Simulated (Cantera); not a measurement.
An isothermal, constant-pressure homogeneous reactor starts with 0.541 % CH₄, 4.56 % O₂, 94.9 % N₂, at 1498 K and 100000 Pa.

Cantera simulation using GRI-Mech 3.0 (53 species, 325 reactions); the numbers are that mechanism's predictions, not measurements.

Task: Predict: x(O₂) at 8.00 s; x(NO) at 8.00 s; x(CO) at 8.00 s; x(H₂O) at 8.00 s.

Result: 
| Quantity | Result |
|---|---|
| x(O₂) at 8.00 s | 0.0347 (gas-phase equilibrium 0.0345) |
| x(NO) at 8.00 s | 1.41e-6 (gas-phase equilibrium 0.000541) |
| x(CO) at 8.00 s | 1.39e-7 (gas-phase equilibrium 1.39e-7) |
| x(H₂O) at 8.00 s | 0.0108 (gas-phase equilibrium 0.0108) |
